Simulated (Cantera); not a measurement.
Cantera with NASA thermochemical tables; ideal gases at 1 bar, condensed phases pure. Values are per mole of reaction as written; species without (g) are pure solids or liquids, kept so even where they would boil at 1 bar.

Between 1298 and 2098 K, where is each reaction favourable under standard conditions?
- Nb + 2 H2O(g) ⇌ 2 H2(g) + NbO2(g)


- Nb + 2 H2O(g) ⇌ 2 H2(g) + NbO2(g): ΔG° is 118 kJ at 1298 K and 12 kJ at 2098 K; it stays positive (K < 1). ΔH° is 287 kJ and ΔS° 131 J/K at 2098 K.
